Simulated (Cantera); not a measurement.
Cantera run, input and output.

```python
import numpy as np
import cantera as ct

gas = ct.Solution("gri30.yaml")
gas.TPX = 450, 1000000, {'CH3OH': 1, 'O2': 2.21, 'N2': 8.29}
flame = ct.FreeFlame(gas, width=0.008)
flame.set_refine_criteria(ratio=3, slope=0.08, curve=0.16)
flame.transport_model = "mixture-averaged"
flame.solve(loglevel=0, auto=True)
z, T = flame.grid, flame.T
thick = (T[-1] - T[0]) / np.gradient(T, z).max()
show = ['CH3OH', 'O2', 'HO2', 'CH4', 'H2O', 'H2O2']
print(f"laminar burning velocity  {flame.velocity[0] * 100:.3f} cm/s")
print(f"burnt temperature         {T[-1]:.1f} K")
print(f"thermal thickness         {thick * 1e3:.4f} mm")
print(f"grid points               {len(z)}")
z0 = z[flame.heat_release_rate.argmax()]
print(f"{'z/mm':>9s}{'T/K':>9s}{'u/(m/s)':>9s}" + "".join(f"{s:>11s}" for s in show))
rows = []
for k in (-3, -2, -1.5, -1, -0.5, -0.25, 0, 0.25, 0.5, 1, 2, 4, 8):
    zz = z0 + k * thick
    rows.append([k * thick, np.interp(zz, z, T), np.interp(zz, z, flame.velocity),
                 *(np.interp(zz, z, flame.X[gas.species_index(s)]) for s in show)])
    print(f"{rows[-1][0] * 1e3:9.3f}{rows[-1][1]:9.1f}{rows[-1][2]:9.3f}" + "".join(f"{x:11.3e}" for x in rows[-1][3:]))
```

Result:

```
laminar burning velocity  16.536 cm/s
burnt temperature         1963.8 K
thermal thickness         0.1092 mm
grid points               138
     z/mm      T/K  u/(m/s)      CH3OH         O2        HO2        CH4        H2O       H2O2
   -0.328    451.0    0.166  8.688e-02  1.920e-01  5.850e-08  8.148e-09  2.736e-04  6.118e-07
   -0.218    459.2    0.169  8.656e-02  1.911e-01  6.008e-07  7.090e-08  2.159e-03  6.127e-06
   -0.164    486.0    0.179  8.548e-02  1.886e-01  2.674e-06  2.583e-07  7.299e-03  2.460e-05
   -0.109    609.4    0.227  7.923e-02  1.778e-01  1.702e-05  1.070e-06  2.692e-02  1.138e-04
   -0.055   1004.6    0.382  5.247e-02  1.427e-01  1.349e-04  3.646e-06  7.860e-02  4.000e-04
   -0.027   1339.5    0.517  2.480e-02  1.117e-01  5.489e-04  5.896e-06  1.176e-01  4.290e-04
    0.000   1686.9    0.657  1.332e-03  7.985e-02  4.932e-04  5.250e-06  1.530e-01  2.533e-05
    0.027   1840.4    0.712  4.623e-07  6.608e-02  4.460e-05  1.946e-07  1.618e-01  1.475e-06
    0.055   1902.6    0.733  2.854e-10  6.185e-02  2.085e-05  3.461e-09  1.640e-01  9.618e-07
    0.109   1944.0    0.747  3.322e-13  5.965e-02  7.424e-06  5.687e-12  1.657e-01  5.080e-07
    0.218   1960.3    0.752  1.366e-16  5.902e-02  2.928e-06  1.157e-15  1.665e-01  2.675e-07
    0.437   1963.6    0.753  3.707e-17  5.893e-02  2.200e-06  1.522e-16  1.667e-01  2.135e-07
    0.873   1963.8    0.754  1.992e-17  5.892e-02  2.163e-06  8.281e-17  1.667e-01  2.104e-07
```

Cantera simulation using GRI-Mech 3.0 (53 species, 325 reactions); the numbers are that mechanism's predictions, not measurements. GRI-Mech 3.0 was tuned for natural gas; its chemistry of methanol as a main component is partial and can be far from experiment. Burning velocities carry a grid error of a few per cent, more on coarse grids.
